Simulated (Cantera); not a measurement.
Input: 1 mol NH3, 5.8 mol H2, equilibrated at 2723 K.

Cantera equilibrium calculation (NASA polynomials, part measured and part estimated; ideal gas, pure solids and liquids). The ideal-gas law is rough above about 30 bar. The numbers say what is thermodynamically allowed, not how fast it happens.

x: gas mole fraction; nothing condenses.

| P (Pa) | x H | x H2 | x N2 | x NH3 | x N |
|---|---|---|---|---|---|
| 10 | 0.943 | 0.0232 | 0.0339 | <1e-12 | 3.59e-5 |
| 52 | 0.863 | 0.101 | 0.0364 | [?] | 1.63e-5 |
| 280 | 0.649 | 0.308 | 0.0433 | [?] | 7.66e-6 |
| 1400 | 0.391 | 0.558 | 0.0516 | [?] | 3.74e-6 |
| 7600 | 0.194 | 0.748 | 0.0579 | [?] | 1.70e-6 |
| 40000 | 0.0902 | 0.849 | 0.0612 | [?] | 7.62e-7 |
| 210000 | 0.0405 | 0.897 | 0.0628 | [?] | 3.37e-7 |
| 1100000 | 0.0179 | 0.919 | 0.0635 | [?] | 1.48e-7 |
| 5700000 | 0.00790 | 0.928 | 0.0638 | [?] | 6.52e-8 |
| 30000000 | 0.00345 | 0.932 | 0.0637 | [?] | 2.84e-8 |

### Question
Complete the blanks.

### Answer

- 52, x NH3: 2.68e-11
- 280, x NH3: 8.37e-10
- 1400, x NH3: 1.11e-8
- 7600, x NH3: 9.95e-8
- 40000, x NH3: 6.51e-7
- 210000, x NH3: 3.76e-6
- 1100000, x NH3: 2.05e-5
- 5700000, x NH3: 0.000108
- 30000000, x NH3: 0.000574
